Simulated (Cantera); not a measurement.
Input: 1 mol SiHCl3, 6.2 mol NH3, 2.4 mol H2, 54 mol N2, equilibrated at 1248 K and 4.30 mbar.

Equilibrium computed with Cantera from the NASA thermochemical tables; the gas is ideal and each condensed phase is pure. Candidate condensed phases: NH4Cl, Si, Si3N4; 28 gas species. Rates play no part.

Base state: N2 0.805, H2 0.153, HCl 0.0427, SiCl2 3.17e-5 (mole fractions); condensed: Si3N4(s).

What changes in the equilibrium state with this change: temperature from 1248 K to 2148 K?


| species | before | after |
|---|---|---|
| N2 | 0.805 | 0.787 |
| H2 | 0.153 | 0.141 |
| HCl | 0.0427 | 0.0312 |
| H | 2.78e-6 | 0.0238 |
| Si | <1e-9 | 0.00989 |
| SiCl | <1e-9 | 0.000825 |
| SiH | <1e-9 | 0.000119 |
| SiN | <1e-9 | 0.000108 |
| Si2 | <1e-9 | 2.76e-5 |
| Si3N4(s), mol | 0.332 | 0 |
The tables' values for SiCl, SiN are old estimates; treat these amounts as uncertain.

What changes in the equilibrium state with this change: SiHCl3 replaced by Si2Cl6?


| species | before | after |
|---|---|---|
| N2 | 0.805 | 0.792 |
| H2 | 0.153 | 0.124 |
| HCl | 0.0427 | 0.0843 |
| SiCl2 | 3.17e-5 | 0.000154 |
| SiCl4 | 3.70e-6 | 8.67e-5 |
| SiCl3 | 4.04e-6 | 4.31e-5 |
| Si3N4(s), mol | 0.332 | 0.660 |
The feed counts by its element totals alone. The tables' values for SiCl3 are old estimates; treat these amounts as uncertain.
